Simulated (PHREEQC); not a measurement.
Make-up at 65 °C: 0.43 mmol/kgw CaSO4 and 2.2 mmol/kgw Na2SO4. Closed to the air; pH follows from the charge balance.

All values are PHREEQC results (ion-association model, phreeqc.dat), not measurements.

Each row changes one thing in this solution. Precipitation was switched off in this run.

```tsv
case	pH	ionic strength (mol/kgw)	SO4-2 (mol/kgw)	HSO4- (mol/kgw)
as made	6.53	0.00787	0.00249	1.45e-7
Na2SO4 replaced by NH4HSO4 at the same molality	2.83	0.00678	…	0.000576
Na2SO4 from 0.0022 to 0.0011 mol/kgw	6.50	0.00473	0.00145	9.46e-8
diluted 100-fold with water	6.45	8.34e-5	2.63e-5	2.35e-9
CaSO4 left out	6.52	0.00652	0.00216	1.30e-7
0.00015 mol/kgw CdBr2 added	…	…	0.00245	1.82e-7
```

What belongs in the gaps?


- Na2SO4 replaced by NH4HSO4 at the same molality, SO4-2 (mol/kgw): 0.00194
- 0.00015 mol/kgw CdBr2 added, pH: 6.42
- 0.00015 mol/kgw CdBr2 added, ionic strength (mol/kgw): 0.00816

Species that the database lacks are ignored. Away from 25 °C the constants follow the database's enthalpies or fits; those with neither stay at their 25 °C values.
